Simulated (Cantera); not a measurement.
A closed system holds: 1 mol CO, 0.95 mol CO₂, 35 mol H₂, at 1.00 bar.

These are equilibrium values from Cantera (NASA tables, ideal gas, pure condensed phases), not measurements of a reactor. Candidate condensed phases: C, C₆H₆, C₇H₈, C₈H₁₈, H₂O; 110 gas species. Equilibrium is a limit: real reactors are often held back by kinetics, nucleation or transport.

Question: At 1400 °C, list the 4 most abundant gas species with their mole fractions, and the condensed phases.

Answer: H₂ 0.922, CO 0.0523, H₂O 0.0253, CO₂ 0.000434. Condensed: gas only.
